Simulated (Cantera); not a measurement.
Mixture: CH4 : O2 : N2 = 1 : 4.65 : 17.5 (molar parts), equivalence ratio 0.43, at 12.0 bar, adiabatic and at constant pressure. Ignition delay is the time to a rise of 400 K.

Model: GRI-Mech 3.0 (53 species, 325 reactions), integrated in Cantera. The pressure lies above the range GRI-Mech 3.0 was tuned for (to about 10 atm).

Problem. What does this change do: pressure from 12.0 bar to 3.80 bar?

Solution. 
| quantity | before | after |
|---|---|---|
| delay at 1248 K | 1.58 ms | 4.74 ms |
| delay at 1323 K | 0.679 ms | 1.93 ms |
| delay at 1398 K | 0.314 ms | 0.844 ms |
| delay at 1473 K | 0.154 ms | 0.398 ms |
| delay at 1548 K | 80.2 µs | 0.202 ms |
| delay at 1623 K | 44.0 µs | 0.110 ms |
| delay at 1698 K | 25.4 µs | 63.9 µs |
| apparent activation energy between 1548 and 1698 K | 170 kJ/mol | 170 kJ/mol |

Problem. What does this change do: 0.83 parts CO2 added?

Solution. 
| quantity | before | after |
|---|---|---|
| delay at 1248 K | 1.58 ms | 1.65 ms |
| delay at 1323 K | 0.679 ms | 0.712 ms |
| delay at 1398 K | 0.314 ms | 0.330 ms |
| delay at 1473 K | 0.154 ms | 0.162 ms |
| delay at 1548 K | 80.2 µs | 84.3 µs |
| delay at 1623 K | 44.0 µs | 46.2 µs |
| delay at 1698 K | 25.4 µs | 26.6 µs |
| apparent activation energy between 1548 and 1698 K | 170 kJ/mol | 170 kJ/mol |
